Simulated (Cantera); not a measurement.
What does this Cantera script print?

```python
import numpy as np
import cantera as ct

gas_names = """
    C CN CO CO2 C2 CCN CNC C2N2 C2O C3 C3O2 C4 C4N2 C5 N NCO NO NO2 NO3 N2 N2O O O2 O3 Pb PbO Pb2
""".split()
cond_names = """
    C(gr) Pb(cr) Pb(L) PbO(rd) PbO(yw) PbO(L) PbO2(s) Pb3O4(s)
""".split()


def load(file, names, dense=False):
    # The tables refer to 1 bar. Condensed volumes are neglected.
    table = {s.name: s for s in ct.Species.list_from_file(file)}
    out = []
    for n in names:
        d = dict(table[n].input_data)
        d["thermo"] = dict(d["thermo"], **{"reference-pressure": 1e5})
        if dense:
            d["equation-of-state"] = {"model": "constant-volume", "density": "1e6 g/cm^3"}
        out.append(ct.Species.from_dict(d))
    return out


gas = ct.Solution(thermo="ideal-gas", species=load("nasa_gas.yaml", gas_names))
cond = {s.name: ct.Solution(thermo="fixed-stoichiometry", species=[s], name=s.name)
        for s in load("nasa_condensed.yaml", cond_names, dense=True)}
atoms = {
    'PbO': {'Pb': 1, 'O': 1},
    'CO': {'C': 1, 'O': 1},
    'N2': {'N': 2},
}
top_T = {'C(gr)': 4500, 'Pb3O4(s)': 820}  # K; cautious upper limits of use, not melting points


def equilibrate(T, P, feed):
    n = {}
    for name, mol in feed.items():
        for a, k in atoms[name].items():
            n[a] = n.get(a, 0.0) + k * mol
    gas.TPX = T, P, n
    mass = sum(n.values()) * gas.mean_molecular_weight
    gas.equilibrate("TP")
    valid = [c for c in cond.values() if c.min_temp <= T <= top_T.get(c.name, c.max_temp)]
    mix = ct.Mixture([(gas, mass / gas.mean_molecular_weight)] + [(c, 0.0) for c in valid])
    mix.T, mix.P = T, P
    mix.equilibrate("TP", solver="vcs", rtol=1e-11, max_steps=5000)
    return mix


results = []
feed = {'PbO': 1, 'CO': 0.78, 'N2': 10}  # mol
T = 2048.15  # K
P = 3400  # Pa
mix = equilibrate(T, P, feed)
results.append((T, P, feed, dict(zip(mix.species_names, mix.species_moles))))
print(gas.report(threshold=0.0001))
for i in range(1, mix.n_phases):
    print(f"{mix.phase(i).name:16s} {mix.phase_moles(i):12.5e} mol")
```

It prints:

```
       temperature   2048.2 K
          pressure   3400 Pa
           density   0.0088395 kg/m^3
  mean mol. weight   44.274 kg/kmol
   phase of matter   gas

                          1 kg             1 kmol
                     ---------------   ---------------
          enthalpy        1.1309e+06        5.0071e+07  J
   internal energy         7.463e+05        3.3041e+07  J
           entropy            6503.5        2.8793e+05  J/K
    Gibbs function       -1.2189e+07       -5.3966e+08  J
 heat capacity c_p            830.69             36778  J/K
 heat capacity c_v             642.9             28463  J/K

                      mass frac. Y      mole frac. X     chem. pot. / RT
                     ---------------   ---------------   ---------------
                CO         0.0050939         0.0080516           -42.478
               CO2          0.057358          0.057703           -61.169
                NO         0.0010145         0.0014969           -33.978
                N2           0.53294           0.84226           -30.574
                 O        0.00014321         0.0003963           -18.691
                O2         0.0041876         0.0057941           -37.381
                Pb           0.33314          0.071183           -18.349
               PbO          0.066123          0.013116           -37.039
     [  +19 minor]        7.2529e-06        8.6309e-07

C(gr)             0.00000e+00 mol
Pb(L)             0.00000e+00 mol
PbO(L)            0.00000e+00 mol
```

These are equilibrium values from Cantera (NASA tables, ideal gas, pure condensed phases), not measurements of a reactor. Gases not in the tables: (PbO)n polymers.
